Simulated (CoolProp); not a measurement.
Vapour-liquid equilibrium of fluoroethane (R161) (1) + R227EA (2) at 0.188 bar; x and y are mole fractions of (1).

Values from CoolProp's multi-fluid Helmholtz-energy mixture model, Wu 2012 and Lemmon 2016; pair parameters Bell 2016.

```json
[
 {"x": "0.05", "bubble temperature, mixture model (°C)": "-49.6", "bubble temperature, Raoult's law (°C)": "-51.0", "y, mixture model": "0.066", "y, Raoult's law": "0.139"},
 {"x": "0.15", "bubble temperature, mixture model (°C)": "-50.7", "bubble temperature, Raoult's law (°C)": "-53.9", "y, mixture model": "0.238", "y, Raoult's law": "0.358"},
 {"x": "0.25", "bubble temperature, mixture model (°C)": "___", "bubble temperature, Raoult's law (°C)": "-56.4", "y, mixture model": "___", "y, Raoult's law": "0.518"},
 {"x": "0.35", "bubble temperature, mixture model (°C)": "___", "bubble temperature, Raoult's law (°C)": "-58.7", "y, mixture model": "0.604", "y, Raoult's law": "0.640"},
 {"x": "0.45", "bubble temperature, mixture model (°C)": "___", "bubble temperature, Raoult's law (°C)": "-60.7", "y, mixture model": "___", "y, Raoult's law": "0.734"},
 {"x": "0.55", "bubble temperature, mixture model (°C)": "-60.5", "bubble temperature, Raoult's law (°C)": "-62.4", "y, mixture model": "0.833", "y, Raoult's law": "0.807"},
 {"x": "0.65", "bubble temperature, mixture model (°C)": "___", "bubble temperature, Raoult's law (°C)": "-64.1", "y, mixture model": "___", "y, Raoult's law": "0.866"},
 {"x": "0.75", "bubble temperature, mixture model (°C)": "-64.8", "bubble temperature, Raoult's law (°C)": "-65.5", "y, mixture model": "0.939", "y, Raoult's law": "0.914"},
 {"x": "0.85", "bubble temperature, mixture model (°C)": "-66.5", "bubble temperature, Raoult's law (°C)": "-66.9", "y, mixture model": "0.969", "y, Raoult's law": "0.953"},
 {"x": "0.95", "bubble temperature, mixture model (°C)": "___", "bubble temperature, Raoult's law (°C)": "-68.1", "y, mixture model": "0.991", "y, Raoult's law": "0.986"}
]
```

Question: Fill in the missing entries.

Answer: 
- 0.25, bubble temperature, mixture model (°C): -52.6
- 0.25, y, mixture model: 0.430
- 0.35, bubble temperature, mixture model (°C): -55.1
- 0.45, bubble temperature, mixture model (°C): -57.9
- 0.45, y, mixture model: 0.738
- 0.65, bubble temperature, mixture model (°C): -62.8
- 0.65, y, mixture model: 0.896
- 0.95, bubble temperature, mixture model (°C): -68.0

The largest gap from Raoult's law is +3.8 K in bubble temperature, at x = 0.25. No azeotrope shows between x = 0.05 and 0.95.

The pair parameters rest on a limited set of measurements; away from them the model extrapolates.
